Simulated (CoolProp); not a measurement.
Values from CoolProp's reference Helmholtz-energy equation of state, Penoncello 2003.

Q: For CHF3 (R23), give the phase and the Z, cp (kJ/(kg K)), cv (kJ/(kg K)), conductivity (mW/(m K)) at -65.15 °C and 3.02 MPa; -65.15 °C and 5.03 MPa.

A: 
- -65.15 °C and 3.02 MPa: liquid; Z 0.0881, cp 1.26, cv 0.718, conductivity 123
- -65.15 °C and 5.03 MPa: liquid; Z 0.146, cp 1.25, cv 0.718, conductivity 124

Thermal conductivity comes from a separate model (Shan 2000).
